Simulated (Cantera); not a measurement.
**Reactions in the system H-Na-S**

Cantera with NASA thermochemical tables; ideal gases at 1 bar, condensed phases pure. Values are per mole of reaction as written; species without (g) are pure solids or liquids, kept so even where they would boil at 1 bar.

H2S(g) + 2 Na(g) = 2 H(g) + Na2S

```csv
T (K),ΔH° (kJ),ΔS° (J/K),ΔG° (kJ),log10 K
300,-124.1,-187.2,-67.9,11.83
350,-121.7,-179.7,-58.8,8.77
425,-118.0,-170.3,-45.7,5.61
500,-114.4,-162.4,-33.2,3.47
575,-110.7,-155.6,-21.3,1.93
650,-107.1,-149.7,-9.8,0.79
725,-103.5,-144.4,1.2,-0.09
800,-99.9,-139.7,11.8,-0.77
875,-96.4,-135.5,22.1,-1.32
950,-92.8,-131.6,32.2,-1.77
1025,-89.3,-128.0,41.9,-2.13
```

2 Na(g) + S = Na2S

| T (K) | ΔH° (kJ) | ΔS° (J/K) | ΔG° (kJ) | log10 K | condensed phases |
|---|---|---|---|---|---|
| 300 | -580.7 | -243.1 | -507.7 | 88.40 | S(s), Na2S(s) |
| 350 | -579.8 | -240.3 | -495.6 | 73.97 | S(s), Na2S(s) |
| 425 | -580.9 | -243.3 | -477.5 | 58.69 | S(l), Na2S(s) |
| 500 | -580.6 | -242.7 | -459.3 | 47.98 | S(l), Na2S(s) |
| 575 | -580.2 | -242.0 | -441.1 | 40.07 | S(l), Na2S(s) |
| 650 | -579.4 | -240.6 | -423.0 | 33.99 | S(l), Na2S(s) |
| 725 | -578.2 | -238.9 | -405.0 | 29.18 | S(l), Na2S(s) |
| 800 | -576.9 | -237.2 | -387.2 | 25.28 | S(l), Na2S(s) |
| 875 | -575.6 | -235.7 | -369.4 | 22.05 | S(l), Na2S(s) |
| 950 | -574.5 | -234.4 | -351.8 | 19.34 | S(l), Na2S(s) |
| 1025 | -573.1 | -233.0 | -334.3 | 17.04 | S(l), Na2S(s) |
